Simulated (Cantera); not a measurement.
Iron carbonyl, mercury and lead vapours: Fe(CO)₅ + H₂

Input: 1 mol Fe(CO)₅, 1.5 mol H₂, equilibrated at 6.60 Torr.

Method: chemical equilibrium by Gibbs-energy minimisation in Cantera with the NASA 1993 tables (ideal gas, pure condensed phases). Candidate condensed phases: C, C₆H₆, C₇H₈, C₈H₁₈, Fe, Fe(CO)₅, FeO, Fe(OH)₂, Fe(OH)₃, Fe₂O₃, Fe₃O₄, H₂O; 114 gas species. Condensed phases not in the tables: cementite and carbon dissolved in iron. The numbers say what is thermodynamically allowed, not how fast it happens.

From 948 K to 1148 K the condensed part is C(graphite) + Fe(α). At 1198 K the condensed part is C(graphite) + Fe(γ). From 1248 K to 1448 K the condensed part is Fe(γ).

```json
[
 {"T (K)": "948", "log p CO": "-2.18", "log p H₂": "-2.69", "log p CO₂": "-4.11", "log p H₂O": "-4.88", "log p CH₄": "-6.15", "log p H": "-10.63", "log p Fe": "<-14", "n C(graphite)": "0.0661", "n Fe(α)": "1.00", "n Fe(γ)": "0"},
 {"T (K)": "998", "log p CO": "-2.17", "log p H₂": "-2.69", "log p CO₂": "-4.57", "log p H₂O": "-5.25", "log p CH₄": "-6.39", "log p H": "-10.01", "log p Fe": "-13.87", "n C(graphite)": "0.0235", "n Fe(α)": "1.00", "n Fe(γ)": "0"},
 {"T (K)": "1048", "log p CO": "-2.17", "log p H₂": "-2.69", "log p CO₂": "-4.99", "log p H₂O": "-5.59", "log p CH₄": "-6.62", "log p H": "-9.46", "log p Fe": "-12.85", "n C(graphite)": "0.00918", "n Fe(α)": "1.00", "n Fe(γ)": "0"},
 {"T (K)": "1098", "log p CO": "-2.17", "log p H₂": "-2.69", "log p CO₂": "-5.38", "log p H₂O": "-5.90", "log p CH₄": "-6.82", "log p H": "-8.95", "log p Fe": "-11.93", "n C(graphite)": "0.00390", "n Fe(α)": "1.00", "n Fe(γ)": "0"},
 {"T (K)": "1148", "log p CO": "-2.17", "log p H₂": "-2.69", "log p CO₂": "-5.73", "log p H₂O": "-6.18", "log p CH₄": "-7.01", "log p H": "-8.49", "log p Fe": "-11.10", "n C(graphite)": "0.00179", "n Fe(α)": "1.00", "n Fe(γ)": "0"},
 {"T (K)": "1198", "log p CO": "-2.17", "log p H₂": "-2.69", "log p CO₂": "-6.05", "log p H₂O": "-6.44", "log p CH₄": "-7.18", "log p H": "-8.07", "log p Fe": "-10.33", "n C(graphite)": "0.000878", "n Fe(α)": "0", "n Fe(γ)": "1.00"},
 {"T (K)": "1248", "log p CO": "-2.17", "log p H₂": "-2.69", "log p CO₂": "-6.34", "log p H₂O": "-6.67", "log p CH₄": "-7.34", "log p H": "-7.68", "log p Fe": "-9.63", "n C(graphite)": "0", "n Fe(α)": "0", "n Fe(γ)": "1.00"},
 {"T (K)": "1298", "log p CO": "-2.17", "log p H₂": "-2.69", "log p CO₂": "-6.61", "log p H₂O": "-6.89", "log p CH₄": "-7.48", "log p H": "-7.32", "log p Fe": "-8.99", "n C(graphite)": "0", "n Fe(α)": "0", "n Fe(γ)": "1.000"},
 {"T (K)": "1348", "log p CO": "-2.17", "log p H₂": "-2.69", "log p CO₂": "-6.86", "log p H₂O": "-7.10", "log p CH₄": "-7.62", "log p H": "-6.98", "log p Fe": "-8.39", "n C(graphite)": "0", "n Fe(α)": "0", "n Fe(γ)": "1.000"},
 {"T (K)": "1398", "log p CO": "-2.17", "log p H₂": "-2.69", "log p CO₂": "-7.10", "log p H₂O": "-7.28", "log p CH₄": "-7.74", "log p H": "-6.67", "log p Fe": "-7.84", "n C(graphite)": "0", "n Fe(α)": "0", "n Fe(γ)": "1.000"},
 {"T (K)": "1448", "log p CO": "-2.17", "log p H₂": "-2.69", "log p CO₂": "-7.31", "log p H₂O": "-7.46", "log p CH₄": "-7.86", "log p H": "-6.38", "log p Fe": "-7.32", "n C(graphite)": "0", "n Fe(α)": "0", "n Fe(γ)": "1.000"}
]
```
log p: log10 of the partial pressure in bar; n: condensed amount in mol.
